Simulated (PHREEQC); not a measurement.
Solution (25 °C and 500 atm): 28 mmol/kgw MgSO4 and 96 mmol/kgw MgCl2. Closed to the air; pH follows from the charge balance.

Model: Pitzer model, pitzer.dat, run in PHREEQC.

Precipitation was switched off in this run.

Task: What specific conductance, osmotic coefficient, density does the model give?

Result: specific conductance 20400 µS/cm; osmotic coefficient 0.823; density 1.029 g/cm³.

Species that the database lacks are ignored. Under pressure, the constants of complexes without a molar volume in the database are unreliable.
